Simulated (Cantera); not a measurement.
Input (Python, Cantera) and output of one run.

```python
import numpy as np
import cantera as ct

gas_names = """
    H HO2 H2 H2O H2O2 O OH O2 O3 Si SiH SiH2 SiH3 SiH4 SiO SiO2 Si2 Si3
""".split()
cond_names = """
    H2O(s) H2O(L) Si(cr) Si(L) SiO2(Lqz) SiO2(hqz) SiO2(L)
""".split()


# ... load() reads the species with a 1 bar reference pressure and builds the phases ...
atoms = {
    'Si': {'Si': 1},
    'H2O': {'H': 2, 'O': 1},
    'H2': {'H': 2},
}
top_T = {}  # K; cautious upper limits of use, not melting points


# ... equilibrate(T, P, feed) seeds the gas with the atoms and calls Mixture.equilibrate('TP', solver="vcs", rtol=1e-11, max_steps=5000) ...
results = []
feed = {'Si': 1, 'H2O': 0.25, 'H2': 3.9}  # mol
P = 5800  # Pa
for T in [1048, 1098, 1148, 1198, 1248, 1298, 1348, 1398, 1448, 1498, 1548, 1598, 1648, 1698]:
    mix = equilibrate(T, P, feed)
    results.append((T, P, feed, dict(zip(mix.species_names, mix.species_moles))))

top = {s: max(r[3][s] / sum(r[3][g] for g in gas_names) for r in results) for s in gas_names}
cols = sorted((s for s in top if top[s] > 1e-06), key=lambda s: -top[s])[:8]
seen = [c for c in cond_names if any(r[3].get(c, 0) > 1e-12 for r in results)]
print("log10 of partial pressures in bar; condensed amounts in mol")
print(f"{'T/K':>10s}" + "".join(f"{s[:9]:>10s}" for s in cols + seen))
for T, P, feed, n in results:
    ng = sum(n[g] for g in gas_names)
    print(f"{T:10.4g}" + "".join(f"{np.log10(max(n[s] / ng * P / 1e5, 1e-99)):10.3f}" for s in cols)
          + "".join(f"{n.get(c, 0):10.4g}" for c in seen))
```

It prints:

```
log10 of partial pressures in bar; condensed amounts in mol
       T/K        H2       SiO         H      SiH2        Si       H2O       SiH    Si(cr)     Si(L) SiO2(hqz)
      1048    -1.237    -8.453    -8.730   -10.687   -14.680    -9.759   -13.639     0.875         0     0.125
      1098    -1.237    -7.667    -8.225   -10.138   -13.665    -9.295   -12.797     0.875         0     0.125
      1148    -1.237    -6.951    -7.763    -9.638   -12.739    -8.874   -12.030     0.875         0     0.125
      1198    -1.237    -6.296    -7.339    -9.179   -11.890    -8.488   -11.327     0.875         0     0.125
      1248    -1.237    -5.694    -6.949    -8.757   -11.110    -8.134   -10.681    0.8749         0    0.1249
      1298    -1.237    -5.140    -6.588    -8.368   -10.391    -7.808   -10.086    0.8747         0    0.1247
      1348    -1.237    -4.628    -6.254    -8.008    -9.726    -7.506    -9.535    0.8742         0    0.1242
      1398    -1.237    -4.153    -5.944    -7.674    -9.108    -7.228    -9.025    0.8725         0    0.1225
      1448    -1.238    -3.712    -5.654    -7.364    -8.534    -6.969    -8.550     0.868         0     0.118
      1498    -1.240    -3.301    -5.385    -7.076    -7.998    -6.730    -8.109     0.857         0     0.107
      1548    -1.246    -2.918    -5.134    -6.810    -7.498    -6.510    -7.698    0.8309         0   0.08087
      1598    -1.258    -2.560    -4.903    -6.568    -7.029    -6.311    -7.317    0.7714         0   0.02143
      1648    -1.262    -2.482    -4.681    -6.334    -6.589    -6.376    -6.955      0.75         0         0
      1698    -1.262    -2.482    -4.471    -6.117    -6.183    -6.499    -6.621         0    0.7499         0
```

Equilibrium computed with Cantera from the NASA thermochemical tables; the gas is ideal and each condensed phase is pure. Mutual solubility and eutectic melting of coexisting phases are not modelled. The tables hold silica as quartz up to 1696 K and as liquid above; real silica turns to tridymite and cristobalite and melts near 1996 K. Gases not in the tables: Si2H6 and higher silanes.
